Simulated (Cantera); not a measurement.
Premixed flame

A freely propagating, adiabatic, planar premixed flame of 31.6 % H₂, 14.4 % O₂, 54.0 % N₂, equivalence ratio 1.1, unburnt at 675 K and 0.132 atm; mixture-averaged transport, grid criteria slope 0.08 and curve 0.16, no radiation.

Detailed kinetics in Cantera: the H2/O2 subset of GRI-Mech 3.0, which has no nitrogen chemistry. Burning velocities carry a grid error of a few per cent, more on coarse grids.

```csv
z (mm),T (K),u (m/s),x H₂,x O₂,x OH,x H₂O,x H,x HO₂
-21.1,675,7.97,0.316,0.144,<1e-8,<1e-8,<1e-8,<1e-8
-14.1,675,7.97,0.316,0.144,<1e-8,<1e-8,<1e-8,<1e-8
-10.5,675,7.97,0.316,0.144,<1e-8,<1e-8,<1e-8,<1e-8
-7.03,675,7.97,0.316,0.144,<1e-8,3.57e-8,2.86e-7,3.03e-7
-3.52,680,8.02,0.315,0.144,1.52e-5,0.000334,0.000392,3.65e-5
-1.76,769,9.01,0.296,0.140,0.000246,0.00962,0.00950,2.88e-5
0,1132,12.9,0.148,0.0877,0.00365,0.115,0.0790,1.34e-5
1.76,1398,15.7,0.0583,0.0338,0.00866,0.211,0.106,4.69e-6
3.52,1513,16.9,0.0571,0.0289,0.0111,0.220,0.0957,3.49e-6
7.03,1653,18.3,0.0602,0.0260,0.0139,0.227,0.0810,2.65e-6
14.1,1810,19.8,0.0621,0.0228,0.0167,0.236,0.0653,1.97e-6
28.1,1977,21.3,0.0621,0.0193,0.0189,0.247,0.0499,1.44e-6
56.3,2143,22.8,0.0600,0.0156,0.0199,0.260,0.0361,1.10e-6
```
x: mole fraction of selected species; z is measured from the peak of heat release.

The laminar burning velocity is 797 cm/s and the thermal thickness comes out as 7.03 mm. The peak x(OH) is 0.0200 and the peak x(H) is 0.107. The peak x(HO₂) is 3.71e-5. The grid points is 137.
